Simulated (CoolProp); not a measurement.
The fluid at 293.15 K and 5.9 MPa expands adiabatically to 2.24 MPa with isentropic efficiency 1. The same conditions are run with several fluids, on thermodynamics alone (safety and materials aside).

The numbers come from the reference Helmholtz-energy equation of state of each fluid (nitrogen: Span 2000; ethylene: Smukala 2000; methane: Setzmann 1991; oxygen: Schmidt 1985; carbon monoxide: Lemmon 2006) in CoolProp.

```
fluid            work (kJ/kg)  final temperature (K)  final phase  final density (kg/m³)
---------------  ------------  ---------------------  -----------  ---------------------
nitrogen                 71.8                  220.5          gas                    ___
ethylene                 36.2                  248.5          ___                   57.2
methane                   ___                  227.8          gas                   21.1
oxygen                    ___                  220.4          gas                   41.1
carbon monoxide           ___                    ___          gas                   35.6
```

**Question.** Complete the blanks.

**Answer.** 
- nitrogen, final density (kg/m³): 35.3
- ethylene, final phase: two-phase, vapour fraction 0.723
- methane, work (kJ/kg): 117
- oxygen, work (kJ/kg): 61.4
- carbon monoxide, work (kJ/kg): 71.3
- carbon monoxide, final temperature (K): 220.2
